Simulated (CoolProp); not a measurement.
R143a at 308.58 K and 0.958 MPa is compressed adiabatically to 1.86 MPa with isentropic efficiency 0.6. Each further row changes one setting.

The numbers come from the reference Helmholtz-energy equation of state, Lemmon and Jacobsen 2000 in CoolProp.

| case | work (kJ/kg) | final temperature (K) | final density (kg/m³) |
|---|---|---|---|
| as stated | ? | ? | ? |
| efficiency 1 | ? | 337.2 | ? |
| efficiency 0.65 | ? | ? | ? |

Question: Complete the blanks.

Answer: 
- as stated, work (kJ/kg): 28.4
- as stated, final temperature (K): 346.0
- as stated, final density (kg/m³): 68.6
- efficiency 1, work (kJ/kg): 17.1
- efficiency 1, final density (kg/m³): 72.8
- efficiency 0.65, work (kJ/kg): 26.3
- efficiency 0.65, final temperature (K): 344.3
- efficiency 0.65, final density (kg/m³): 69.4
